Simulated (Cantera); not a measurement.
Charge: 1 mol CH₃Cl, 1.1 mol CH₄, at 65.0 Pa.

Cantera equilibrium calculation (NASA polynomials, part measured and part estimated; ideal gas, pure solids and liquids). Candidate condensed phases: C, C₆H₆, C₇H₈, C₈H₁₈; 91 gas species. Kinetics and transport are ignored.

**Question.** Which condensed phases are stable at each of these points (T (°C)): 1577, 1677, 1777, 1877, 1977, 2077, 2177, 2277, 2377, 2477, 2577?

**Answer.** 
| T (°C) | condensed phases | C condensed (%) |
|---|---|---|
| 1577 | C(graphite) | 99.9 |
| 1677 | C(graphite) | 99.8 |
| 1777 | C(graphite) | 99.7 |
| 1877 | C(graphite) | 99.4 |
| 1977 | C(graphite) | 99.1 |
| 2077 | C(graphite) | 98.6 |
| 2177 | C(graphite) | 97.8 |
| 2277 | C(graphite) | 95.8 |
| 2377 | C(graphite) | 88.9 |
| 2477 | C(graphite) | 62.6 |
| 2577 | gas only | 0.0 |

From 1577 °C to 2477 °C the condensed part is C(graphite). At 2577 °C nothing is condensed.
